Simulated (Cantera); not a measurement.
**Stirred combustor or abatement burner**

A perfectly stirred reactor is fed with CH4 : O2 : N2 : H2O = 1 : 3.92 : 14.7 : 3.3 (molar parts), at 2.57 atm; it is adiabatic with a 400 K inlet, and is followed from long to short residence time, starting on the burning branch (τ in s: 0.021, 0.0075, 0.0027, 0.00097, 0.00035, 0.00012, 4.4e-05, 1.6e-05, 5.7e-06).

Detailed kinetics in Cantera: GRI-Mech 3.0 (53 species, 325 reactions).

```
τ (s)    T (K)     x CH4    x O2  x H2O  x CH2CO     x NO   x CH2O
-------  -----  --------  ------  -----  -------  -------  -------
0.021     1365  0.000442  0.0864  0.230  5.52e-6  4.37e-8  3.86e-5
0.0075     400    0.0436   0.171  0.144   <1e-12   <1e-12   <1e-12
0.0027     400    0.0436   0.171  0.144   <1e-12   <1e-12   <1e-12
0.00097    400    0.0436   0.171  0.144   <1e-12   <1e-12   <1e-12
0.00035    400    0.0436   0.171  0.144   <1e-12   <1e-12   <1e-12
0.00012    400    0.0436   0.171  0.144   <1e-12   <1e-12   <1e-12
4.4e-5     400    0.0436   0.171  0.144   <1e-12   <1e-12   <1e-12
1.6e-5     400    0.0436   0.171  0.144   <1e-12   <1e-12   <1e-12
5.7e-6     400    0.0436   0.171  0.144   <1e-12   <1e-12   <1e-12
```
x: mole fraction; the columns are a selection and need not sum to one.
